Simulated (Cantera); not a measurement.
Input: 1 mol SiC, 0.25 mol N₂O, a varied amount of H₂, held at 1552 °C and 30000 Pa.

Equilibrium computed with Cantera from the NASA thermochemical tables; the gas is ideal and each condensed phase is pure. Candidate condensed phases: C, C₆H₆, C₇H₈, C₈H₁₈, H₂O, Si, SiC, SiO₂, Si₂N₂O, Si₃N₄; 151 gas species. Mutual solubility and eutectic melting of coexisting phases are not modelled. Gases not in the tables: Si₂H₆ and higher silanes. Rates play no part.

x: gas mole fraction; n: condensed amount in mol.

```csv
n(H₂) (mol),x H₂,x N₂,x CO,x SiO,x H,x HCN,x CH₄,n SiC(s),n Si₂N₂O(s)
1.5,0.809,0.0945,0.0874,0.00738,0.000723,0.000509,[?],0.837,0.0746
2.4,0.868,0.0655,0.0574,0.00820,0.000749,0.000337,[?],0.840,0.0686
3.9,0.909,0.0447,0.0358,0.00903,0.000767,0.000215,[?],0.846,0.0579
6.4,0.937,0.0308,0.0211,0.00971,0.000778,0.000134,[?],0.855,0.0395
10,0.954,0.0225,0.0125,0.0100,0.000785,8.75e-5,1.67e-5,0.868,0.0135
17,0.971,0.0142,0.00711,0.00717,0.000792,6.26e-5,1.54e-5,0.874,0
27,0.981,0.00906,0.00452,0.00457,0.000796,5.01e-5,1.57e-5,0.874,0
44,0.988,0.00559,0.00279,0.00283,0.000799,3.95e-5,1.59e-5,0.873,0
72,0.992,0.00343,0.00171,0.00174,0.000801,3.09e-5,1.60e-5,0.872,0
```

Question: Fill in the missing entries.

Answer: 
- 1.5, x CH₄: 3.70e-5
- 2.4, x CH₄: 3.27e-5
- 3.9, x CH₄: 2.70e-5
- 6.4, x CH₄: 2.13e-5
